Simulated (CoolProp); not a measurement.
Vapour-liquid equilibrium of benzene (1) + p-xylene (2) at 3.19 bar; x and y are mole fractions of (1).

Values from CoolProp's multi-fluid Helmholtz-energy mixture model, Thol 2012 and Zhou 2012; pair parameters Bell 2016.

**Question.** Give the bubble temperature and the first vapour's composition at x = 0.575, 0.725, 0.95. Is there an azeotrope?

**Answer.** x = 0.575: 414.4 K, y = 0.842; x = 0.725: 406.8 K, y = 0.916; x = 0.95: 397.5 K, y = 0.988. No azeotrope shows between x = 0.05 and 0.95.

Pair parameters are fitted to limited data, so mixtures are less certain than the pure fluids.
